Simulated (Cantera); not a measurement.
Charge: 1 mol Al(CH3)3, 4.2 mol H2O, 300 mol N2, 1.1 mol N2O, held at 1573.15 K and 0.230 bar.

These are equilibrium values from Cantera (NASA tables, ideal gas, pure condensed phases), not measurements of a reactor. Candidate condensed phases: Al, AlN, Al2O3, C, C6H6, C7H8, C8H18, H2O; 148 gas species. The feed counts by its element totals alone. Equilibrium is a limit: real reactors are often held back by kinetics, nucleation or transport.

Base state: N2 0.963, H2 0.0255, CO 0.00930, H2O 0.00227, CO2 0.000286, H 1.36e-5 (mole fractions); condensed: Al2O3(s).

Question: What changes in the equilibrium state with this change: H2O from 4.2 to 12 mol?

Answer: 
| species | before | after |
|---|---|---|
| N2 | 0.963 | 0.939 |
| H2 | 0.0255 | 0.0269 |
| H2O | 0.00227 | 0.0246 |
| CO | 0.00930 | 0.00711 |
| CO2 | 0.000286 | 0.00225 |
| H | 1.36e-5 | 1.39e-5 |
| Al2O3(s), mol | 0.500 | 0.500 |
